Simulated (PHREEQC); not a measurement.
Solution (25 °C): 0.031 mol MnCl2, 0.2 mol NaHSO4 and 0.01 mol NiSO4 per kg of water. Closed to the air; pH follows from the charge balance.

Equilibrium calculation in PHREEQC: ion-association model, wateq4f.dat.

Each row changes one thing in this solution. This is a speciation only: nothing precipitates in the calculation.

```tsv
case	pH	ionic strength (mol/kgw)	HSO4- (mol/kgw)	SO4-2 (mol/kgw)	Mn+2 (mol/kgw)	MnSO4 (mol/kgw)	SI of Pyrochroite (Mn(OH)2)
as made	1.21	0.403	0.120	0.0614	0.0187	0.0111	-15.09
NaHSO4 left out	6.11	0.109	1.93e-7	0.00547	0.0253	0.00339	-4.98
NiSO4 replaced by KHSO4 at the same molality	1.19	0.399	0.126	0.0599	0.0188	0.0110	-15.14
NaHSO4 from 0.2 to 0.02 mol/kgw	1.96	0.139	0.00660	0.0141	0.0224	0.00662	-13.36
NiSO4 replaced by Na2SO4 at the same molality	1.22	0.404	0.121	…	0.0186	0.0112	-15.08
0.0064 mol/kgw Na2CO3 added	1.25	0.409	0.115	0.0649	0.0184	0.0114	-15.01
diluted 2-fold with water	…	0.218	0.0538	0.0385	0.00952	0.00561	-14.85
```

Q: Some entries are withheld; supply them.

A: 
- NiSO4 replaced by Na2SO4 at the same molality, SO4-2 (mol/kgw): 0.0627
- diluted 2-fold with water, pH: 1.44
